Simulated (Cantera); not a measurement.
Input: 1 mol SiH₄, 5.2 mol NO, at 1473.15 K and 38.0 mbar.

These are equilibrium values from Cantera (NASA tables, ideal gas, pure condensed phases), not measurements of a reactor. Candidate condensed phases: H₂O, Si, SiO₂, Si₂N₂O, Si₃N₄; 35 gas species. The tables hold silica as quartz up to 1696 K and as liquid above; real silica turns to tridymite and cristobalite and melts near 1996 K. Gases not in the tables: Si(OH)₄. The numbers say what is thermodynamically allowed, not how fast it happens.

Base state: N₂ 0.500, H₂O 0.384, O₂ 0.115, NO 0.000631, OH 0.000236 (mole fractions); condensed: SiO₂(β-quartz).

Question: What changes in the equilibrium state with this change: NO from 5.2 to 0.85 mol?

Answer: 
```
species                before     after
-------------------  --------  --------
H₂                    7.63e-6     0.979
N₂                      0.500    0.0205
SiO                     <1e-9  0.000306
H₂O                     0.384   6.55e-5
O₂                      0.115     <1e-9
NO                   0.000631     <1e-9
OH                   0.000236     <1e-9
H                     1.80e-7   6.43e-5
SiO₂(β-quartz), mol      1.00     0.233
Si₂N₂O(s), mol              0     0.383
```
Mutual solubility and eutectic melting of coexisting phases are not modelled.
